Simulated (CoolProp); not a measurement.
Vapour-liquid equilibrium of ethanol (1) + acetone (2) at 197.35 °C; x and y are mole fractions of (1).

Values from CoolProp's multi-fluid Helmholtz-energy mixture model, Schroeder 2014 and Lemmon 2006; pair parameters Bell 2016.

```
x     bubble pressure (bar)  y at the bubble point  dew pressure at overall composition x (bar)  liquid density (mol/L)
----  ---------------------  ---------------------  -------------------------------------------  ----------------------
0.05                  27.07                  0.061                                        26.96                   9.068
0.15                  28.16                  0.175                                        27.94                   9.235
0.25                  29.00                  0.278                                        28.79                   9.438
0.35                  29.60                  0.373                                        29.47                   9.678
0.45                  29.98                  0.465                                        29.93                   9.958
0.55                  30.15                  0.554                                        30.14                   10.28
0.65                  30.11                  0.643                                        30.10                   10.64
0.75                  29.87                  0.735                                        29.82                   11.04
0.85                  29.42                  0.833                                        29.32                   11.47
0.95                  28.73                  0.941                                        28.67                   11.94
```

y crosses x between x = 0.55 and 0.65: the model has an azeotrope there.

The pair parameters rest on a limited set of measurements; away from them the model extrapolates.
